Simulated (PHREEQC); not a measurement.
Solution (25 °C): 0.00031 mol H4SiO4, 0.048 mol LiCl and 4.7e-06 mol CaSO4 per kg of water. Closed to the air; pH follows from the charge balance.

All values are PHREEQC results (ion-association model, phreeqc.dat), not measurements.

```
quantity                     before     after
-------------------------  --------  --------
pH                             6.62      6.73
CaSO4 (mol/kgw)            7.89e-10  2.91e-10
SI of Gypsum (CaSO4:2H2O)     -6.77     -7.20
```

Problem. What was changed between the two runs?
A. CaSO4 from 4.7e-06 to 2.35e-06 mol/kgw
B. H4SiO4 replaced by K2SiO3 at the same molality
C. LiCl left out
D. H4SiO4 left out
E. diluted 2-fold with water

Solution. E, diluted 2-fold with water

This is a speciation only: nothing precipitates in the calculation. Some of these states are supersaturated (in Quartz (slow to form), for instance).
